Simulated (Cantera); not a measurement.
What does this Cantera script print?

```python
import numpy as np
import cantera as ct

gas = ct.Solution("gri30.yaml")
gas.TPX = 1600, 101325, {'CH4': 7.2, 'N2': 5.7}
reactor = ct.IdealGasConstPressureReactor(gas, energy="off", clone=False)
net = ct.ReactorNet([reactor])
net.rtol, net.atol = 1e-08, 1e-18
show = ['CH4', 'CH3', 'C2H2', 'H', 'C2H4', 'C2H6', 'H2']
times = np.geomspace(0.0003, 3, 9)

steps = ct.SolutionArray(gas, extra=["t"])
rows = []
print(f"{'t/s':>10s}{'T/K':>9s}{'P/Pa':>11s}" + "".join(f"{s:>11s}" for s in show))
for t in times:
    while net.time < t:
        t_next = net.step()
        steps.append(gas.state, t=t_next)
    rows.append([np.interp(t, steps.t, y) for y in (steps.T, steps.P, *steps(*show).X.T)])
    print(f"{t:10.3e}{rows[-1][0]:9.1f}{rows[-1][1]:11.4g}" + "".join(f"{x:11.3e}" for x in rows[-1][2:]))
rate = np.gradient(steps.T, steps.t)
print("integrator steps:", len(steps.t))
if steps.T.max() > steps.T[0] + 200:
    print(f"time of steepest temperature rise: {steps.t[rate.argmax()]:.4e} s")
gas.TPX = 1600, 101325, {'CH4': 7.2, 'N2': 5.7}
gas.equilibrate("TP")
print(f"equilibrium (TP): T = {gas.T:.1f} K  " + "  ".join(f"{s} {gas[s].X[0]:.3e}" for s in show))
```

Result:

```
       t/s      T/K       P/Pa        CH4        CH3       C2H2          H       C2H4       C2H6         H2
 3.000e-04   1600.0  1.013e+05  5.566e-01  4.449e-04  1.789e-06  2.767e-07  1.339e-04  3.337e-04  8.307e-04
 9.487e-04   1600.0  1.013e+05  5.519e-01  6.545e-04  6.202e-05  6.353e-07  1.080e-03  1.234e-03  3.913e-03
 3.000e-03   1600.0  1.013e+05  5.300e-01  8.270e-04  1.784e-03  2.300e-06  6.644e-03  2.277e-03  2.134e-02
 9.487e-03   1600.0  1.013e+05  4.618e-01  6.636e-04  1.954e-02  6.560e-06  1.241e-02  1.410e-03  8.518e-02
 3.000e-02   1600.0  1.013e+05  3.418e-01  4.419e-04  6.303e-02  1.330e-05  7.107e-03  5.719e-04  2.041e-01
 9.487e-02   1600.0  1.013e+05  1.970e-01  2.536e-04  1.108e-01  2.201e-05  5.951e-03  1.723e-04  3.445e-01
 3.000e-01   1600.0  1.013e+05  8.436e-02  1.200e-04  1.457e-01  3.177e-05  7.654e-03  4.014e-05  4.524e-01
 9.487e-01   1600.0  1.013e+05  4.481e-02  7.007e-05  1.576e-01  3.775e-05  8.650e-03  1.905e-05  4.901e-01
 3.000e+00   1600.0  1.013e+05  4.288e-02  6.750e-05  1.582e-01  3.815e-05  8.704e-03  1.834e-05  4.919e-01
integrator steps: 1351
equilibrium (TP): T = 1600.0 K  CH4 3.743e-02  CH3 5.855e-05  C2H2 1.160e-01  H 3.839e-05  C2H4 6.466e-03  C2H6 1.380e-05  H2 4.982e-01
```

Model: GRI-Mech 3.0 (53 species, 325 reactions), integrated in Cantera. GRI-Mech 3.0 stops at C3 and has no aromatics, soot or wall deposition, so with more carbon than oxygen in the feed, carbon stays in small species such as C2H2 where larger ones or solid carbon would form.
